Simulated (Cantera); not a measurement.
An isothermal, constant-pressure homogeneous reactor starts with NO : N2 = 1 : 0.95 (molar parts), at 1998 K and 0.0138 atm. Integrator tolerance rtol = 1e-08.

Cantera simulation using GRI-Mech 3.0 (53 species, 325 reactions); the numbers are that mechanism's predictions, not measurements. Radical loss at walls, strong at low pressure, is not modelled.

```csv
quantity,before,after
x(NO) at 7.00 s,0.324 (gas-phase equilibrium 0.00809),0.420 (gas-phase equilibrium 0.00907)
x(O2) at 7.00 s,0.0935 (gas-phase equilibrium 0.251),0.185 (gas-phase equilibrium 0.390)
x(N2O) at 7.00 s,2.74e-5 (gas-phase equilibrium 5.21e-8),3.94e-5 (gas-phase equilibrium 5.26e-8)
x(O) at 7.00 s,0.00182 (gas-phase equilibrium 0.00280),0.00253 (gas-phase equilibrium 0.00350)
x(NO2) at 7.00 s,4.28e-5 (gas-phase equilibrium 1.81e-6),7.83e-5 (gas-phase equilibrium 2.53e-6)
x(N2) at 7.00 s,0.581 (gas-phase equilibrium 0.739),0.393 (gas-phase equilibrium 0.598)
```

Which change was made?
A) N2 0.95 to 0.26 parts
B) NO 1 to 0.77 parts
C) temperature 1998 to 1550 K
D) pressure from 0.0138 atm to 0.0849 atm

A, N2 0.95 to 0.26 parts
